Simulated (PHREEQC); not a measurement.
Polishing slurry liquid: an equilibrium model

A solution holds 0.0015 mol H2SO4, 0.13 mol KNO3 and 0.028 mol H3BO3 per kg of water, at 80 °C. Closed to the air; pH follows from the charge balance.

All values are PHREEQC results (ion-association model, wateq4f.dat), not measurements.

This is a speciation only: nothing precipitates in the calculation.

**Question.** Predict the pH.

**Answer.** pH 2.66.

**Question.** In which forms is S present?

**Answer.** SO4-2 51 %, KSO4- 30 %, HSO4- 18 % of the S.

Complexes and solids missing from the database can't appear. Away from 25 °C the constants follow the database's enthalpies or fits; those with neither stay at their 25 °C values.
